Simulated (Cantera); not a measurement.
What does this Cantera script print?

```python
import numpy as np
import cantera as ct

gas_names = """
    C CN CO CO2 C2 CCN CNC C2N2 C2O C3 C3O2 C4 C4N2 C5 N NCO NO NO2 NO3 N2 N2O O O2 O3 Si SiC SiC2 SiN
    SiO SiO2 Si2 Si2C Si2N Si3
""".split()
cond_names = """
    C(gr) Si(cr) Si(L) SiC(b) SiO2(Lqz) SiO2(hqz) SiO2(L) Si2N2O(s) Si3N4(a)
""".split()


# ... load() reads the species with a 1 bar reference pressure and builds the phases ...
atoms = {
    'SiC': {'Si': 1, 'C': 1},
    'O2': {'O': 2},
    'N2': {'N': 2},
}
top_T = {'C(gr)': 4500, 'SiC(b)': 3050, 'Si2N2O(s)': 2100, 'Si3N4(a)': 2400}  # K; cautious upper limits of use, not melting points


# ... equilibrate(T, P, feed) seeds the gas with the atoms and calls Mixture.equilibrate('TP', solver="vcs", rtol=1e-11, max_steps=5000) ...
results = []
feed = {'SiC': 1, 'O2': 1.9, 'N2': 320}  # mol
T = 1398  # K
P = 1333.22  # Pa
mix = equilibrate(T, P, feed)
results.append((T, P, feed, dict(zip(mix.species_names, mix.species_moles))))
x = sorted(zip(gas.X, gas.species_names), reverse=True)
print(f"T = {T:g} K  P = {P:g} Pa  gas = {mix.phase_moles(0):.4g} mol")
print("   x: " + "  ".join(f"{s} {v:.3e}" for v, s in x if v > 1e-05))
print("   condensed (mol): " + ("  ".join(f"{mix.phase(i).name} {mix.phase_moles(i):.4g}"
      for i in range(1, mix.n_phases) if mix.phase_moles(i) > 1e-12) or "none"))
```

Result:

```
T = 1398 K  P = 1333.22 Pa  gas = 321 mol
   x: N2 9.969e-01  CO2 2.492e-03  CO 6.231e-04
   condensed (mol): SiO2(hqz) 1
```

These are equilibrium values from Cantera (NASA tables, ideal gas, pure condensed phases), not measurements of a reactor. The tables hold silica as quartz up to 1696 K and as liquid above; real silica turns to tridymite and cristobalite and melts near 1996 K.
